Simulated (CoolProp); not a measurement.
The numbers come from the reference Helmholtz-energy equation of state, Lemmon 2006 in CoolProp. It is a short technical equation, of lower accuracy than the large ones.

### Question
For toluene, give the phase and the density (kg/m³), cv (kJ/(kg K)), expansivity (1/kK), viscosity (µPa s) at 350.5 K and 0.101 MPa; 430.5 K and 0.101 MPa.

### Answer
- 350.5 K and 0.101 MPa: liquid; density 812, cv 1.42, expansivity 1.20, viscosity 324
- 430.5 K and 0.101 MPa: gas; density 2.67, cv 1.54, expansivity 2.55, viscosity 9.88

Viscosity comes from a separate model (Avgeri 2015).
